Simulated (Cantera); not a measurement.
An adiabatic, constant-volume homogeneous reactor starts with 11.4 % H2, 9.52 % O2, 79.1 % N2, at 1323 K and 4.54 atm.

Model: the H2/O2 subset of GRI-Mech 3.0, which has no nitrogen chemistry, integrated in Cantera. The hydrogen kinetics of GRI-Mech 3.0 are dated; newer H2 mechanisms differ, most at raised pressure.

Question: Predict: time of steepest temperature rise; temperature at 6.00 s; equilibrium temperature; x(H2) at 6.00 s; x(O2) at 6.00 s; x(H) at 6.00 s; x(H2O) at 6.00 s; x(H2O2) at 6.00 s; x(OH) at 6.00 s.

Answer: 
```
Quantity                                                               Value
---------------------------------  -----------------------------------------
time of steepest temperature rise                                    11.5 µs
temperature at 6.00 s                                                 2314 K
equilibrium temperature                                               2314 K
x(H2) at 6.00 s                    0.000491 (gas-phase equilibrium 0.000491)
x(O2) at 6.00 s                        0.0395 (gas-phase equilibrium 0.0395)
x(H) at 6.00 s                       8.43e-5 (gas-phase equilibrium 8.43e-5)
x(H2O) at 6.00 s                         0.119 (gas-phase equilibrium 0.119)
x(H2O2) at 6.00 s                    2.98e-7 (gas-phase equilibrium 2.98e-7)
x(OH) at 6.00 s                      0.00335 (gas-phase equilibrium 0.00335)
```
